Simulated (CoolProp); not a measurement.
The numbers come from the reference Helmholtz-energy equation of state, Thol 2012 in CoolProp.

For benzene, give the phase and the density (kg/m³), isothermal compressibility (1/MPa), expansivity (1/kK), viscosity (µPa s) at 158.35 °C and 65 bar; 171.15 °C and 65 bar.


- 158.35 °C and 65 bar: liquid; density 732, isothermal compressibility 0.00297, expansivity 1.68, viscosity 176
- 171.15 °C and 65 bar: liquid; density 716, isothermal compressibility 0.00344, expansivity 1.78, viscosity 160

Viscosity comes from a separate model (Avgeri 2014).
